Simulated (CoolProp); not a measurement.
The fluid at 298.15 K and 0.207 MPa flows at 0.48 m/s in a round tube of 10 mm bore and 1.5 µm roughness, fully developed (64/Re and Nu = 3.66 if laminar; Colebrook and Gnielinski if turbulent). The same conditions are run with several fluids, on thermodynamics alone (safety and materials aside).

Values from CoolProp's reference Helmholtz-energy equation of state of each fluid (methanol: de Reuck 1993; R123: Younglove 1994; o-xylene: Zhou 2012; water: Wagner 2002).

```csv
fluid,Reynolds number,Darcy friction factor,pressure drop (Pa/m),heat-transfer coefficient (W/(m² K)),mass flow (kg/h)
methanol,6940,0.0343,311,1100,107
R123,16800,0.0273,461,888,199
o-xylene,(withheld),0.0365,368,(withheld),(withheld)
water,5380,(withheld),(withheld),2480,135
```

Problem. Some entries are withheld; supply them.

Solution. 
- o-xylene, Reynolds number: 5550
- o-xylene, heat-transfer coefficient (W/(m² K)): 663
- o-xylene, mass flow (kg/h): 119
- water, Darcy friction factor: 0.0368
- water, pressure drop (Pa/m): 423

Transport values come from each fluid's own correlations.
